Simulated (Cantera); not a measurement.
Input: 1 mol MgO, 2 mol CH₄, 0.21 mol CO, 1.3 mol C, at 2325 °C and 16.0 Pa.

These are equilibrium values from Cantera (NASA tables, ideal gas, pure condensed phases), not measurements of a reactor. Candidate condensed phases: C, C₆H₆, C₇H₈, C₈H₁₈, H₂O, Mg, MgCO₃, MgO, Mg(OH)₂; 116 gas species. Equilibrium is a limit: real reactors are often held back by kinetics, nucleation or transport.

Task: What is the equilibrium state?

Result: 
| Item | Value |
|---|---|
| x(H) | 0.701 |
| x(CO) | 0.123 |
| x(Mg) | 0.102 |
| x(H₂) | 0.0542 |
| x(C₃) | 0.0134 |
| x(C) | 0.00380 |
| x(C₂) | 0.00126 |
| x(C₂H) | 0.000989 |
| x(C₂H₂ (acetylene)) | 0.000873 |
| n(C(graphite)) | 1.80 mol |
| gas amount | 9.850 mol |
| log10 activity of Mg(l) (absent) | -7.00 |
